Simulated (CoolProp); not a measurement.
Saturation properties of water (Tc = 647.1 K, pc = 220.6 bar, ω = 0.344).

Values from CoolProp's reference Helmholtz-energy equation of state, Wagner 2002.

| T (K) | p (bar) | liquid density (kg/m³) | liquid cp (kJ/(kg K)) | vapour Z | vapour viscosity (µPa s) | liquid conductivity (mW/(m K)) |
|---|---|---|---|---|---|---|
| 443.3 | 7.951 | 897.3 | 4.368 | 0.9395 | 14.6 | 675 |
| 450.3 | 9.388 | 890.0 | 4.394 | 0.9325 | 14.9 | 673 |
| 457.3 | 11.02 | 882.5 | 4.422 | 0.9249 | 15.1 | 669 |
| 464.4 | 12.90 | 874.7 | 4.453 | 0.9167 | 15.4 | 665 |
| 471.4 | 14.99 | 866.7 | 4.487 | 0.9081 | 15.6 | 661 |
| 478.5 | 17.37 | 858.3 | 4.525 | 0.8987 | 15.8 | 656 |
| 485.5 | 19.99 | 849.8 | 4.565 | 0.8889 | 16.1 | 651 |
| 492.5 | 22.91 | 841.0 | 4.610 | 0.8784 | 16.3 | 646 |
| 499.6 | 26.20 | 831.8 | 4.660 | 0.8672 | 16.6 | 640 |
| 506.6 | 29.78 | 822.5 | 4.715 | 0.8554 | 16.8 | 633 |

It boils at 373.1 K under 1 atm.

Viscosity comes from a separate model (Huber 2009). Thermal conductivity comes from a separate model (Huber 2012).
